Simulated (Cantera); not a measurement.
# Thermodynamics of calcination and drying, feed Ca(OH)₂ + CO₂

Feed: 1 mol Ca(OH)₂, 2.6 mol CO₂, held at 100000 Pa.

Method: chemical equilibrium by Gibbs-energy minimisation in Cantera with the NASA 1993 tables (ideal gas, pure condensed phases). Candidate condensed phases: C, C₆H₆, C₇H₈, C₈H₁₈, Ca, CaCO₃, CaO, Ca(OH)₂, H₂O; 115 gas species. The numbers say what is thermodynamically allowed, not how fast it happens.

| T (K) | log p CO₂ | log p H₂O | log p CO | log p O₂ | log p OH | log p H₂ | log p H | n CaO(s) |
|---|---|---|---|---|---|---|---|---|
| 1300 | -0.14 | -0.56 | -4.56 | -4.79 | -5.78 | -5.22 | -8.57 | 1.00 |
| 1375 | -0.14 | -0.56 | -4.15 | -4.39 | -5.33 | -4.88 | -7.90 | 1.00 |
| 1450 | -0.14 | -0.56 | -3.78 | -4.03 | -4.92 | -4.57 | -7.31 | 1.00 |
| 1525 | -0.14 | -0.56 | -3.44 | -3.70 | -4.55 | -4.29 | -6.77 | 1.000 |
| 1600 | -0.14 | -0.56 | -3.14 | -3.41 | -4.21 | -4.03 | -6.28 | 1.000 |
| 1675 | -0.14 | -0.56 | -2.87 | -3.14 | -3.91 | -3.80 | -5.84 | 1.000 |
| 1750 | -0.14 | -0.56 | -2.62 | -2.89 | -3.63 | -3.59 | -5.43 | 1.000 |
| 1825 | -0.14 | -0.56 | -2.39 | -2.67 | -3.37 | -3.39 | -5.05 | 1.000 |
| 1900 | -0.15 | -0.56 | -2.18 | -2.46 | -3.14 | -3.21 | -4.71 | 1.000 |
| 1975 | -0.15 | -0.56 | -1.98 | -2.27 | -2.92 | -3.05 | -4.39 | 1.000 |
log p: log10 of the partial pressure in bar; n: condensed amount in mol.

From 1300 K to 1975 K the condensed part is CaO(s).
